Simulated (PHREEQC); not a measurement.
Consider water at 25 °C with 1.9 mmol/kgw CuSO4, 20 mmol/kgw HCl, 17 mmol/kgw KCl and 6.5 mmol/kgw Na2CO3. Closed to the air; pH follows from the charge balance.

Equilibrium calculation in PHREEQC: ion-association model, wateq4f.dat.

Precipitation was switched off in this run.

### Question
Order these Cu species by the share of Cu that they hold, largest first: CuCl+, Cu+2, CuSO4.

### Answer
Cu+2 (90 %), CuSO4 (5.6 %), CuCl+ (4.5 %)

### Question
Order these S species by the share of S that they hold, largest first: SO4-2, NaSO4-, KSO4-, HSO4-, CuSO4.

### Answer
SO4-2 (67 %), HSO4- (21 %), CuSO4 (5.6 %), KSO4- (3.8 %), NaSO4- (2.1 %)

The pH is 2.25 and the ionic strength 0.0430 mol/kgw. Complexes and solids missing from the database can't appear.
